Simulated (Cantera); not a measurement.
Charge: 1 mol Si3N4, 0.021 mol N2O, 35 mol H2, 0.0012 mol O2, equilibrated at 1948 K.

Method: chemical equilibrium by Gibbs-energy minimisation in Cantera with the NASA 1993 tables (ideal gas, pure condensed phases). Candidate condensed phases: H2O, Si, SiO2, Si2N2O, Si3N4; 35 gas species. Mutual solubility and eutectic melting of coexisting phases are not modelled. The tables' values for SiN are old estimates; treat these amounts as uncertain. Gases not in the tables: Si2H6 and higher silanes. The numbers say what is thermodynamically allowed, not how fast it happens.

log p: log10 of the partial pressure in bar; n: condensed amount in mol.

| P (Pa) | log p H2 | log p H | log p Si | log p N2 | log p SiO | n Si(l) | n Si2N2O(s) | n Si3N4(s) |
|---|---|---|---|---|---|---|---|---|
| 0.100 | -6.53 | -6.21 | -7.29 | -7.46 | ? | 0 | 0 | 0 |
| 1 | -5.21 | -5.55 | -6.20 | -6.36 | ? | 0 | 0 | 0 |
| 10 | -4.11 | -5.00 | -5.16 | -5.32 | ? | 0 | 0 | 0 |
| 100 | -3.05 | -4.47 | -4.63 | -4.28 | ? | 2.03 | 0 | 0 |
| 1000 | -2.03 | -3.96 | -4.63 | -3.27 | ? | 2.88 | 0 | 0 |
| 10000 | -1.03 | -3.46 | -4.63 | -2.26 | ? | 2.96 | 0 | 0 |
| 100000 | -0.03 | -2.96 | -4.63 | -1.26 | ? | 2.97 | 0 | 0 |
| 1000000 | 1.00 | -2.45 | -4.63 | -1.09 | ? | 0.381 | 0.0134 | 0.860 |

**Question.** Fill in the missing entries.

**Answer.** 
- 0.100, log p SiO: -9.39
- 1, log p SiO: -8.30
- 10, log p SiO: -7.26
- 100, log p SiO: -6.22
- 1000, log p SiO: -5.20
- 10000, log p SiO: -4.20
- 100000, log p SiO: -3.20
- 1000000, log p SiO: -2.55
